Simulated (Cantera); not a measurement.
Cantera run, input and output.

```python
import numpy as np
import cantera as ct

gas = ct.Solution("gri30.yaml")
gas.TPX = 1525, 40000, {'CH4': 1, 'C2H6': 0.18, 'C3H8': 0.32, 'O2': 6.41, 'N2': 24.1}
reactor = ct.IdealGasReactor(gas, energy="on", clone=False)
net = ct.ReactorNet([reactor])
net.rtol, net.atol = 1e-08, 1e-16
show = ['CH4', 'C2H6', 'C3H8', 'CO2', 'NO', 'H2', 'H2O']
times = np.geomspace(2e-06, 1, 10)

steps = ct.SolutionArray(gas, extra=["t"])
rows = []
print(f"{'t/s':>10s}{'T/K':>9s}{'P/Pa':>11s}" + "".join(f"{s:>11s}" for s in show))
for t in times:
    while net.time < t:
        t_next = net.step()
        steps.append(gas.state, t=t_next)
    rows.append([np.interp(t, steps.t, y) for y in (steps.T, steps.P, *steps(*show).X.T)])
    print(f"{t:10.3e}{rows[-1][0]:9.1f}{rows[-1][1]:11.4g}" + "".join(f"{x:11.3e}" for x in rows[-1][2:]))
rate = np.gradient(steps.T, steps.t)
print("integrator steps:", len(steps.t))
if steps.T.max() > steps.T[0] + 200:
    print(f"time of steepest temperature rise: {steps.t[rate.argmax()]:.4e} s")
gas.TPX = 1525, 40000, {'CH4': 1, 'C2H6': 0.18, 'C3H8': 0.32, 'O2': 6.41, 'N2': 24.1}
gas.equilibrate("UV")
print(f"equilibrium (UV): T = {gas.T:.1f} K  " + "  ".join(f"{s} {gas[s].X[0]:.3e}" for s in show))
```

Output:

```
       t/s      T/K       P/Pa        CH4       C2H6       C3H8        CO2         NO         H2        H2O
 2.000e-06   1524.4  3.999e+04  3.124e-02  5.615e-03  9.951e-03  6.313e-10  3.469e-15  3.711e-06  1.037e-06
 8.595e-06   1522.3  3.994e+04  3.119e-02  5.564e-03  9.752e-03  1.596e-07  1.883e-13  6.321e-05  4.906e-05
 3.694e-05   1517.5   3.99e+04  3.060e-02  5.161e-03  8.463e-03  1.550e-05  1.337e-11  7.256e-04  1.020e-03
 1.587e-04   2352.1  6.584e+04  1.244e-14  3.127e-25  7.886e-38  3.004e-02  2.481e-05  9.998e-03  8.381e-02
 6.822e-04   2689.1  7.369e+04  3.436e-17  9.123e-33  5.730e-48  4.684e-02  1.997e-03  6.721e-03  9.384e-02
 2.932e-03   2699.5  7.382e+04  3.825e-17  9.770e-33  7.016e-48  4.791e-02  1.028e-02  6.395e-03  9.525e-02
 1.260e-02   2692.7  7.358e+04  3.820e-17  9.714e-33  6.966e-48  4.812e-02  1.627e-02  6.365e-03  9.571e-02
 5.415e-02   2692.6  7.358e+04  3.820e-17  9.713e-33  6.965e-48  4.812e-02  1.638e-02  6.365e-03  9.571e-02
 2.327e-01   2692.6  7.358e+04  3.820e-17  9.713e-33  6.965e-48  4.812e-02  1.638e-02  6.365e-03  9.571e-02
 1.000e+00   2692.6  7.358e+04  3.820e-17  9.713e-33  6.965e-48  4.812e-02  1.638e-02  6.365e-03  9.571e-02
integrator steps: 1599
time of steepest temperature rise: 1.4092e-04 s
equilibrium (UV): T = 2692.6 K  CH4 5.434e-17  C2H6 1.924e-32  C3H8 1.528e-47  CO2 4.812e-02  NO 1.638e-02  H2 6.365e-03  H2O 9.571e-02
```

Cantera simulation using GRI-Mech 3.0 (53 species, 325 reactions); the numbers are that mechanism's predictions, not measurements. GRI-Mech 3.0 was tuned for natural gas; its chemistry of propane as a main component is partial and can be far from experiment.
